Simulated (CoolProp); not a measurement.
Vapour-liquid equilibrium of R134a (1) + R227EA (2) at 85.2 kPa; x and y are mole fractions of (1).

Model: multi-fluid Helmholtz-energy mixture model, Tillner-Roth 1994 and Lemmon 2016; pair parameters Bell 2016, in CoolProp.

| x | bubble temperature (°C) | y at the bubble point | dew temperature at overall composition x (°C) | liquid density (mol/L) |
|---|---|---|---|---|
| 0.05 | -21.1 | 0.084 | -20.8 | 9.328 |
| 0.2 | -23.4 | 0.297 | -22.3 | 9.851 |
| 0.35 | -25.2 | 0.466 | -23.9 | 10.42 |
| 0.5 | -26.6 | 0.606 | -25.5 | 11.03 |
| 0.65 | -27.8 | 0.730 | -27.0 | 11.71 |
| 0.8 | -28.8 | 0.845 | -28.4 | 12.46 |
| 0.95 | -29.6 | 0.960 | -29.5 | 13.30 |

No azeotrope shows between x = 0.05 and 0.95.

Pair parameters are fitted to limited data, so mixtures are less certain than the pure fluids.
